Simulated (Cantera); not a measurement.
# Equilibrium for carbon deposition, reforming and gasification: CH₃OH + H₂ + N₂ + CO₂

Charge: 1 mol CH₃OH, 0.51 mol H₂, 15 mol N₂, 1.4 mol CO₂, at 1623.15 K and 1.00 bar.

Method: chemical equilibrium by Gibbs-energy minimisation in Cantera with the NASA 1993 tables (ideal gas, pure condensed phases). Candidate condensed phases: C, C₆H₆, C₇H₈, C₈H₁₈, H₂O; 136 gas species. The numbers say what is thermodynamically allowed, not how fast it happens.

The x(N₂) is 0.753 and the x(CO) is 0.0997. The x(H₂) is 0.0765, the x(H₂O) is 0.0495 and the x(CO₂) comes out as 0.0208. The x(H) is 1.92e-5 and the gas amount is 19.91 mol. The log10 activity of C(graphite) (absent) is -3.93.
